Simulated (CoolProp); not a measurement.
Computed with CoolProp (reference Helmholtz-energy equation of state, Younglove 1994). It is a modified Benedict-Webb-Rubin equation, recast in Helmholtz form.

Task: For R123, give the phase and the cp (kJ/(kg K)) at 118.25 °C and 0.0118 MPa; 148.15 °C and 18.3 MPa.

Result: 
- 118.25 °C and 0.0118 MPa: gas; cp 0.774
- 148.15 °C and 18.3 MPa: liquid; cp 1.10
